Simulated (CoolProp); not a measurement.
The fluid at 242.51 K and 1.08 MPa expands adiabatically to 0.666 MPa with isentropic efficiency 0.8. The same conditions are run with several fluids, on thermodynamics alone (safety and materials aside).

Values from CoolProp's reference Helmholtz-energy equation of state of each fluid (fluorine: de Reuck 1990; normal hydrogen: Leachman 2009; oxygen: Schmidt 1985; nitrogen: Span 2000; methane: Setzmann 1991).

| fluid | work (kJ/kg) | final temperature (K) | final density (kg/m³) |
|---|---|---|---|
| fluorine | 19.0 | 217.8 | 14.1 |
| normal hydrogen | 362 | 216.5 | 0.742 |
| oxygen | 22.4 | 216.9 | 12.0 |
| nitrogen | 25.7 | 216.9 | 10.5 |
| methane | 44.1 | 219.7 | 6.04 |
